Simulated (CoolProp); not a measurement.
Octamethylcyclotetrasiloxane (D4) along the isotherm 563.5 K: Z from the reference equation and from simpler models built on Tc = 586.5 K, pc = 1.347 MPa, ω = 0.598; each cubic takes its own stable root.

Model: reference Helmholtz-energy equation of state, Thol 2015, in CoolProp.

```json
[
 {"p (MPa)": "1.92", "phase": "liquid", "reference": "0.2095"},
 {"p (MPa)": "2.89", "phase": "liquid", "reference": "0.3032"},
 {"p (MPa)": "3.85", "phase": "liquid", "reference": "0.3930"},
 {"p (MPa)": "4.81", "phase": "liquid", "reference": "0.4806"},
 {"p (MPa)": "5.77", "phase": "liquid", "reference": "0.5665"},
 {"p (MPa)": "6.74", "phase": "liquid", "reference": "0.6518"},
 {"p (MPa)": "7.7", "phase": "liquid", "reference": "0.7349"},
 {"p (MPa)": "8.66", "phase": "liquid", "reference": "0.8170"},
 {"p (MPa)": "9.62", "phase": "liquid", "reference": "0.8980"},
 {"p (MPa)": "10.6", "phase": "liquid", "reference": "0.9799"},
 {"p (MPa)": "11.5", "phase": "liquid", "reference": "1.054"},
 {"p (MPa)": "12.5", "phase": "liquid", "reference": "1.136"},
 {"p (MPa)": "13.5", "phase": "liquid", "reference": "1.218"}
]
```

Problem. How far does each simpler model (van der Waals, Redlich-Kwong, Soave-Redlich-Kwong, Peng-Robinson) lie from the reference over these 13 states: mean and median of the absolute difference, and the worst?

Solution. 
- van der Waals: mean 42.5 %, median 40.7 %, worst +55.0 % at 563.5 K and 1.92 MPa
- Redlich-Kwong: mean 9.6 %, median 7.9 %, worst +22.3 % at 563.5 K and 1.92 MPa
- Soave-Redlich-Kwong: mean 7.6 %, median 6.4 %, worst +16.5 % at 563.5 K and 1.92 MPa
- Peng-Robinson: mean 4.4 %, median 4.7 %, worst -7.0 % at 563.5 K and 13.5 MPa
